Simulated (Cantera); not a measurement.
Charge: 1 mol C2H2, 1.1 mol NH3, 0.89 mol N2, 0.69 mol H2, at 3.60 mbar.

These are equilibrium values from Cantera (NASA tables, ideal gas, pure condensed phases), not measurements of a reactor. Candidate condensed phases: C, C6H6, C7H8, C8H18; 92 gas species. Rates play no part.

x: gas mole fraction; n: condensed amount in mol.

| T (K) | x H2 | x N2 | x H | x HCN | x C2H2 (acetylene) | x HNC | n C(graphite) |
|---|---|---|---|---|---|---|---|
| 1375 | 0.699 | 0.301 | 4.77e-5 | 0.000185 | 1.24e-6 | ___ | 2.00 |
| 1475 | 0.698 | 0.301 | 0.000181 | 0.000405 | 4.66e-6 | ___ | 2.00 |
| 1575 | 0.698 | 0.301 | 0.000579 | 0.000801 | 1.47e-5 | ___ | 2.00 |
| 1675 | 0.697 | 0.300 | 0.00162 | 0.00146 | 4.05e-5 | ___ | 1.99 |
| 1775 | 0.694 | 0.299 | 0.00402 | 0.00247 | 9.88e-5 | ___ | 1.99 |
| 1875 | 0.689 | 0.298 | 0.00907 | 0.00395 | 0.000218 | ___ | 1.98 |
| 1975 | 0.679 | 0.295 | 0.0188 | 0.00598 | 0.000441 | ___ | 1.97 |
| 2075 | 0.663 | 0.291 | 0.0361 | 0.00861 | 0.000822 | ___ | 1.95 |
| 2175 | 0.636 | 0.285 | 0.0649 | 0.0118 | 0.00142 | ___ | 1.92 |
| 2275 | 0.595 | 0.276 | 0.109 | 0.0155 | 0.00227 | ___ | 1.89 |
| 2375 | 0.538 | 0.264 | 0.172 | 0.0192 | 0.00334 | ___ | 1.85 |

Q: Complete the blanks.

A: 
- 1375, x HNC: 2.01e-6
- 1475, x HNC: 6.30e-6
- 1575, x HNC: 1.71e-5
- 1675, x HNC: 4.09e-5
- 1775, x HNC: 8.87e-5
- 1875, x HNC: 0.000176
- 1975, x HNC: 0.000324
- 2075, x HNC: 0.000558
- 2175, x HNC: 0.000899
- 2275, x HNC: 0.00136
- 2375, x HNC: 0.00193
